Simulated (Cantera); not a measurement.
Reactions in the system H-N-O-P

Source: NASA polynomial tables (part measured, part estimated), evaluated in Cantera. Values are per mole of reaction as written; species without (g) are pure solids or liquids, kept so even where they would boil at 1 bar.

2 PH3(g) → 6 H(g) + P2(g)

```json
[
 {"T (K)": "300", "ΔH° (kJ)": "1440.9", "ΔS° (J/K)": "486.4", "ΔG° (kJ)": "1295.0", "log10 K": "-225.48"},
 {"T (K)": "498", "ΔH° (kJ)": "1455.7", "ΔS° (J/K)": "524.6", "ΔG° (kJ)": "1194.5", "log10 K": "-125.29"},
 {"T (K)": "523", "ΔH° (kJ)": "1457.4", "ΔS° (J/K)": "527.8", "ΔG° (kJ)": "1181.3", "log10 K": "-117.98"},
 {"T (K)": "548", "ΔH° (kJ)": "1459.0", "ΔS° (J/K)": "530.8", "ΔG° (kJ)": "1168.1", "log10 K": "-111.34"},
 {"T (K)": "573", "ΔH° (kJ)": "1460.5", "ΔS° (J/K)": "533.5", "ΔG° (kJ)": "1154.8", "log10 K": "-105.27"},
 {"T (K)": "598", "ΔH° (kJ)": "1462.0", "ΔS° (J/K)": "536.1", "ΔG° (kJ)": "1141.4", "log10 K": "-99.70"},
 {"T (K)": "623", "ΔH° (kJ)": "1463.4", "ΔS° (J/K)": "538.4", "ΔG° (kJ)": "1128.0", "log10 K": "-94.57"},
 {"T (K)": "648", "ΔH° (kJ)": "1464.8", "ΔS° (J/K)": "540.6", "ΔG° (kJ)": "1114.5", "log10 K": "-89.84"},
 {"T (K)": "673", "ΔH° (kJ)": "1466.2", "ΔS° (J/K)": "542.7", "ΔG° (kJ)": "1101.0", "log10 K": "-85.45"}
]
```

P4(g) + 12 OH(g) → 12 O(g) + 4 PH3(g)

```csv
T (K),ΔH° (kJ),ΔS° (J/K),ΔG° (kJ),log10 K
300,2480.7,288.9,2394.0,-416.82
498,2480.1,286.9,2337.2,-245.14
523,2480.4,287.5,2330.0,-232.71
548,2480.8,288.2,2322.8,-221.41
573,2481.3,289.1,2315.6,-211.09
598,2481.8,290.0,2308.4,-201.63
623,2482.5,291.1,2301.1,-192.93
648,2483.2,292.2,2293.8,-184.90
673,2484.0,293.4,2286.5,-177.46
```

10 N(g) + P4O10 → 10 NO(g) + P4(g)

```json
[
 {"T (K)": "300", "ΔH° (kJ)": "-745.3", "ΔS° (J/K)": "625.4", "ΔG° (kJ)": "-932.9", "log10 K": "162.42"},
 {"T (K)": "498", "ΔH° (kJ)": "-763.7", "ΔS° (J/K)": "579.6", "ΔG° (kJ)": "-1052.4", "log10 K": "110.38"},
 {"T (K)": "523", "ΔH° (kJ)": "-767.0", "ΔS° (J/K)": "573.3", "ΔG° (kJ)": "-1066.8", "log10 K": "106.54"},
 {"T (K)": "548", "ΔH° (kJ)": "-770.4", "ΔS° (J/K)": "566.9", "ΔG° (kJ)": "-1081.0", "log10 K": "103.04"},
 {"T (K)": "573", "ΔH° (kJ)": "-774.0", "ΔS° (J/K)": "560.5", "ΔG° (kJ)": "-1095.1", "log10 K": "99.83"},
 {"T (K)": "598", "ΔH° (kJ)": "-777.7", "ΔS° (J/K)": "554.1", "ΔG° (kJ)": "-1109.1", "log10 K": "96.87"},
 {"T (K)": "623", "ΔH° (kJ)": "-781.6", "ΔS° (J/K)": "547.8", "ΔG° (kJ)": "-1122.8", "log10 K": "94.14"},
 {"T (K)": "648", "ΔH° (kJ)": "-785.6", "ΔS° (J/K)": "541.4", "ΔG° (kJ)": "-1136.5", "log10 K": "91.61"},
 {"T (K)": "673", "ΔH° (kJ)": "-789.8", "ΔS° (J/K)": "535.1", "ΔG° (kJ)": "-1149.9", "log10 K": "89.25"}
]
```
